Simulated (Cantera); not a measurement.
Mixture: CH₄ : O₂ : N₂ : CO₂ = 1 : 1.33 : 5.01 : 0.35 (molar parts), equivalence ratio 1.5, at 10.0 bar, adiabatic and at constant pressure. Ignition delay is the time to a rise of 400 K.

Cantera simulation using GRI-Mech 3.0 (53 species, 325 reactions); the numbers are that mechanism's predictions, not measurements.

### Question
What does this change do: constant volume in place of constant pressure?

### Answer
```
quantity                                                before       after
--------------------------------------------------  ----------  ----------
delay at 1300 K                                        1.94 ms     1.81 ms
delay at 1400 K                                       0.665 ms    0.614 ms
delay at 1500 K                                       0.244 ms    0.224 ms
delay at 1600 K                                        96.0 µs     87.7 µs
delay at 1700 K                                        40.6 µs     37.0 µs
apparent activation energy between 1600 and 1700 K  190 kJ/mol  200 kJ/mol
```

### Question
What does this change do: pressure from 10.0 bar to 4.60 bar?

### Answer
| quantity | before | after |
|---|---|---|
| delay at 1300 K | 1.94 ms | 4.23 ms |
| delay at 1400 K | 0.665 ms | 1.36 ms |
| delay at 1500 K | 0.244 ms | 0.471 ms |
| delay at 1600 K | 96.0 µs | 0.178 ms |
| delay at 1700 K | 40.6 µs | 74.1 µs |
| apparent activation energy between 1600 and 1700 K | 190 kJ/mol | 200 kJ/mol |
